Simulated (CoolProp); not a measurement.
Sulfur hexafluoride along the isobar 4.26 MPa: Z from the reference equation and from simpler models built on Tc = 45.6 °C, pc = 3.755 MPa, ω = 0.210; each cubic takes its own stable root.

Model: reference Helmholtz-energy equation of state, Guder 2009, in CoolProp.

```tsv
T (°C)	phase	reference	van der Waals	Redlich-Kwong	Soave-Redlich-Kwong	Peng-Robinson
-41.35	liquid	0.1768	0.2691	0.1891	0.1838	0.1627
-18.75	liquid	0.1720	0.2605	0.1867	0.1809	0.1600
3.95	liquid	0.1716	0.2587	0.1907	0.1846	0.1634
26.65	liquid	0.1793	0.2679	0.2066	0.2010	0.1788
49.35	supercritical	0.2415	0.3180	0.2847	0.2938	0.2700
72.05	supercritical	0.6264	0.5981	0.6060	0.6328	0.6027
94.75	supercritical	0.7341	0.6995	0.7103	0.7400	0.7107
117.45	supercritical	0.7993	0.7604	0.7742	0.8061	0.7781
140.05	supercritical	0.8444	0.8031	0.8188	0.8520	0.8256
162.75	supercritical	0.8779	0.8354	0.8522	0.8863	0.8613
185.45	supercritical	0.9035	0.8607	0.8780	0.9125	0.8889
208.15	supercritical	0.9237	0.8811	0.8985	0.9330	0.9107
230.85	supercritical	0.9398	0.8978	0.9151	0.9494	0.9284
253.55	supercritical	0.9529	0.9117	0.9286	0.9626	0.9427
276.25	supercritical	0.9636	0.9234	0.9399	0.9734	0.9546
```
